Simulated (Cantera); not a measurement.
A freely propagating, adiabatic, planar premixed flame of H2 : O2 : N2 : H2O = 1 : 0.227 : 1.07 : 0.07 (molar parts), equivalence ratio 2.2, unburnt at 398 K and 0.286 atm; mixture-averaged transport, grid criteria slope 0.08 and curve 0.16, no radiation.

Computed with Cantera and the H2/O2 subset of GRI-Mech 3.0, which has no nitrogen chemistry. Burning velocities carry a grid error of a few per cent, more on coarse grids.

```tsv
quantity	before	after
laminar burning velocity	317 cm/s	551 cm/s
thermal thickness	1.93 mm	2.21 mm
peak x(O)	0.00223	0.00291
peak x(H)	0.0727	0.0874
peak x(H2O2)	2.36e-5	3.52e-6
```

Q: Name the change that produced these shifts.
A) inlet temperature 398 to 450 K
B) inlet temperature 398 to 550 K
C) H2 1 to 1.3 parts
D) inlet temperature 398 to 700 K

A: B, inlet temperature 398 to 550 K
